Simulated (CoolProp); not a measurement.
n-perfluorohexane along the isotherm 176.85 °C: Z from the reference equation and from simpler models built on Tc = 174.9 °C, pc = 17.42 bar, ω = 0.497; each cubic takes its own stable root.

Model: reference Helmholtz-energy equation of state, Gao 2022, in CoolProp.

```tsv
p (bar)	phase	reference
1.74	gas	0.9647
3.48	gas	0.9274
5.22	gas	0.8878
6.97	gas	0.8451
8.71	gas	0.7991
10.4	gas	0.7500
12.2	gas	0.6912
13.9	gas	0.6263
15.7	gas	0.5397
17.4	gas	0.4105
19.2	supercritical	0.2022
20.9	supercritical	0.2022
22.6	supercritical	0.2094
24.4	supercritical	0.2192
26.1	supercritical	0.2294
```

Task: How far does each simpler model (van der Waals, Redlich-Kwong, Soave-Redlich-Kwong, Peng-Robinson) lie from the reference over these 15 states: mean and median of the absolute difference, and the worst?

Result: 
- van der Waals: mean 21.5 %, median 8.7 %, worst +53.6 % at 176.85 °C and 20.9 bar
- Redlich-Kwong: mean 11.4 %, median 3.5 %, worst +31.4 % at 176.85 °C and 19.2 bar
- Soave-Redlich-Kwong: mean 12.3 %, median 4.0 %, worst +34.5 % at 176.85 °C and 19.2 bar
- Peng-Robinson: mean 7.0 %, median 1.0 %, worst +22.8 % at 176.85 °C and 19.2 bar
